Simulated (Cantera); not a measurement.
An adiabatic, constant-pressure homogeneous reactor starts with CH4 : O2 : N2 : H2O = 1 : 2.82 : 20.8 : 1.1 (molar parts), equivalence ratio 0.71, at 1325 K and 570000 Pa. Integrator tolerance rtol = 1e-08.

Detailed kinetics in Cantera: GRI-Mech 3.0 (53 species, 325 reactions).

### Question
What does this change do: initial temperature 1325 to 1400 K?

### Answer
```json
[
 {"quantity": "time of steepest temperature rise", "before": "3.35 ms", "after": "1.49 ms"},
 {"quantity": "temperature at 2.00 s", "before": "2126 K", "after": "2190 K"},
 {"quantity": "equilibrium temperature", "before": "2126 K", "after": "2190 K"},
 {"quantity": "x(CH4) at 2.00 s", "before": "<1e-12 (gas-phase equilibrium <1e-12)", "after": "<1e-12 (gas-phase equilibrium <1e-12)"},
 {"quantity": "x(O2) at 2.00 s", "before": "0.0296 (gas-phase equilibrium 0.0296)", "after": "0.0293 (gas-phase equilibrium 0.0293)"},
 {"quantity": "x(H2O) at 2.00 s", "before": "0.119 (gas-phase equilibrium 0.119)", "after": "0.119 (gas-phase equilibrium 0.119)"},
 {"quantity": "x(NO) at 2.00 s", "before": "0.00404 (gas-phase equilibrium 0.00404)", "after": "0.00468 (gas-phase equilibrium 0.00468)"},
 {"quantity": "x(HCN) at 2.00 s", "before": "<1e-12 (gas-phase equilibrium <1e-12)", "after": "<1e-12 (gas-phase equilibrium <1e-12)"}
]
```

### Question
What does this change do: 0.11 parts H2 added?

### Answer
```csv
quantity,before,after
time of steepest temperature rise,3.35 ms,1.53 ms
temperature at 2.00 s,2126 K,2148 K
equilibrium temperature,2126 K,2148 K
x(CH4) at 2.00 s,<1e-12 (gas-phase equilibrium <1e-12),<1e-12 (gas-phase equilibrium <1e-12)
x(O2) at 2.00 s,0.0296 (gas-phase equilibrium 0.0296),0.0274 (gas-phase equilibrium 0.0274)
x(H2O) at 2.00 s,0.119 (gas-phase equilibrium 0.119),0.123 (gas-phase equilibrium 0.123)
x(NO) at 2.00 s,0.00404 (gas-phase equilibrium 0.00404),0.00410 (gas-phase equilibrium 0.00410)
x(HCN) at 2.00 s,<1e-12 (gas-phase equilibrium <1e-12),<1e-12 (gas-phase equilibrium <1e-12)
```

### Question
What does this change do: O2 2.82 to 4.6 parts?

### Answer
```json
[
 {"quantity": "time of steepest temperature rise", "before": "3.35 ms", "after": "1.65 ms"},
 {"quantity": "temperature at 2.00 s", "before": "2126 K", "after": "2073 K"},
 {"quantity": "equilibrium temperature", "before": "2126 K", "after": "2073 K"},
 {"quantity": "x(CH4) at 2.00 s", "before": "<1e-12 (gas-phase equilibrium <1e-12)", "after": "<1e-12 (gas-phase equilibrium <1e-12)"},
 {"quantity": "x(O2) at 2.00 s", "before": "0.0296 (gas-phase equilibrium 0.0296)", "after": "0.0911 (gas-phase equilibrium 0.0911)"},
 {"quantity": "x(H2O) at 2.00 s", "before": "0.119 (gas-phase equilibrium 0.119)", "after": "0.112 (gas-phase equilibrium 0.112)"},
 {"quantity": "x(NO) at 2.00 s", "before": "0.00404 (gas-phase equilibrium 0.00404)", "after": "0.00597 (gas-phase equilibrium 0.00600)"},
 {"quantity": "x(HCN) at 2.00 s", "before": "<1e-12 (gas-phase equilibrium <1e-12)", "after": "<1e-12 (gas-phase equilibrium <1e-12)"}
]
```
